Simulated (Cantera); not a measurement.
An adiabatic, constant-pressure homogeneous reactor starts with CH4 : C2H6 : C3H8 : O2 : N2 : CO2 : H2O = 1 : 0.27 : 0.21 : 7.83 : 46.2 : 7.8 : 2.6 (molar parts), equivalence ratio 0.51, at 1575 K and 92000 Pa.

Cantera simulation using GRI-Mech 3.0 (53 species, 325 reactions); the numbers are that mechanism's predictions, not measurements.

One state of this run: T (K) = 2082; x CH4 = <1e-12; x C2H6 = <1e-12; x C3H8 = <1e-12; x OH = 0.00473; x C2H4 = <1e-12. x: mole fraction; the columns are a selection and need not sum to one.

### Question
Which value of t (s) does it belong to?
A. 0.000940
B. 3.00e-6
C. 2.04e-5
D. 5.31e-5

### Answer
A, 0.000940
